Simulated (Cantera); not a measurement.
A counterflow diffusion flame at 1580 Torr, nozzles 20 mm apart: fuel side CO : H2 = 1 : 0.083 (molar parts) at 425 K, oxidiser side O2 : N2 = 0.22 : 0.78 (molar parts) at 798 K, fuel mass flux 1.3 times the oxidiser's; mixture-averaged transport, no radiation.

Detailed kinetics in Cantera: GRI-Mech 3.0 (53 species, 325 reactions). The hydrogen kinetics of GRI-Mech 3.0 are dated; newer H2 mechanisms differ, most at raised pressure. The maximum strain rate includes the flame's own expansion and is several times the mean.

x: mole fraction; the columns are a selection and need not sum to one.

```json
[
 {"oxidiser flux (kg/m²/s)": "1.3", "max strain (1/s)": "417", "mean strain (1/s)": "126", "T max (K)": "2355", "peak x OH": "0.00703", "peak x H": "___", "peak x NO": "0.000562", "peak x CO": "0.928"},
 {"oxidiser flux (kg/m²/s)": "1.7", "max strain (1/s)": "540", "mean strain (1/s)": "164", "T max (K)": "2319", "peak x OH": "0.00714", "peak x H": "___", "peak x NO": "0.000424", "peak x CO": "0.928"},
 {"oxidiser flux (kg/m²/s)": "2.2", "max strain (1/s)": "691", "mean strain (1/s)": "213", "T max (K)": "2283", "peak x OH": "0.00725", "peak x H": "___", "peak x NO": "0.000327", "peak x CO": "0.928"},
 {"oxidiser flux (kg/m²/s)": "2.9", "max strain (1/s)": "901", "mean strain (1/s)": "280", "T max (K)": "2245", "peak x OH": "0.00730", "peak x H": "___", "peak x NO": "0.000247", "peak x CO": "0.928"},
 {"oxidiser flux (kg/m²/s)": "3.9", "max strain (1/s)": "1200", "mean strain (1/s)": "377", "T max (K)": "2200", "peak x OH": "0.00727", "peak x H": "___", "peak x NO": "0.000184", "peak x CO": "0.928"},
 {"oxidiser flux (kg/m²/s)": "5.2", "max strain (1/s)": "1580", "mean strain (1/s)": "503", "T max (K)": "2155", "peak x OH": "0.00725", "peak x H": "___", "peak x NO": "0.000143", "peak x CO": "0.928"},
 {"oxidiser flux (kg/m²/s)": "6.9", "max strain (1/s)": "2080", "mean strain (1/s)": "667", "T max (K)": "2109", "peak x OH": "0.00714", "peak x H": "___", "peak x NO": "0.000113", "peak x CO": "0.928"},
 {"oxidiser flux (kg/m²/s)": "9.2", "max strain (1/s)": "2740", "mean strain (1/s)": "890", "T max (K)": "2062", "peak x OH": "0.00701", "peak x H": "___", "peak x NO": "9.17e-5", "peak x CO": "0.928"}
]
```

Q: What belongs in the gaps?

A: 
- 1.3, peak x H: 0.00502
- 1.7, peak x H: 0.00566
- 2.2, peak x H: 0.00634
- 2.9, peak x H: 0.00713
- 3.9, peak x H: 0.00803
- 5.2, peak x H: 0.00896
- 6.9, peak x H: 0.00993
- 9.2, peak x H: 0.0110
